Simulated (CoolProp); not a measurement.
Vapour-liquid equilibrium of isopentane (1) + R365MFC (2) at 510 kPa; x and y are mole fractions of (1).

Model: multi-fluid Helmholtz-energy mixture model, Lemmon 2006 and Lemmon 2016; pair parameters Bell 2016, in CoolProp.

Task: Give the bubble temperature and the first vapour's composition at x = 0.2, 0.5, 0.95. Is there an azeotrope?

Result: x = 0.2: 82.2 °C, y = 0.367; x = 0.5: 76.9 °C, y = 0.571; x = 0.95: 81.6 °C, y = 0.897. y crosses x between x = 0.5 and 0.65: the model has an azeotrope there.

Pair parameters are fitted to limited data, so mixtures are less certain than the pure fluids.
